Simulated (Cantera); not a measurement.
Charge: 1 mol Fe(CO)₅, 0.37 mol N₂, at 0.150 bar.

These are equilibrium values from Cantera (NASA tables, ideal gas, pure condensed phases), not measurements of a reactor. Candidate condensed phases: C, Fe, Fe(CO)₅, FeO, Fe₂O₃, Fe₃O₄; 27 gas species. Condensed phases not in the tables: cementite and carbon dissolved in iron. The numbers say what is thermodynamically allowed, not how fast it happens.

log p: log10 of the partial pressure in bar; n: condensed amount in mol.

```csv
T (°C),log p CO,log p N₂,log p CO₂,log p Fe,n C(graphite),n Fe(α),n Fe(γ)
777,-0.87,-1.97,-2.41,-12.81,0.137,1.00,0
827,-0.86,-1.98,___,___,___,1.00,0
877,-0.86,-1.98,___,___,___,1.00,0
927,-0.86,-1.98,-3.44,-10.30,0.0131,0,1.00
977,-0.86,-1.99,-3.73,-9.61,0.00669,0,1.00
1027,-0.86,-1.99,-4.00,-8.96,0.00360,0,1.00
1077,-0.86,-1.99,-4.25,-8.37,0.00203,0,1.00
```

Q: Some entries are withheld; supply them.

A: 
- 877, log p CO₂: -3.12
- 877, log p Fe: -11.07
- 877, n C(graphite): 0.0271
- 827, log p CO₂: -2.78
- 827, log p Fe: -11.90
- 827, n C(graphite): 0.0594
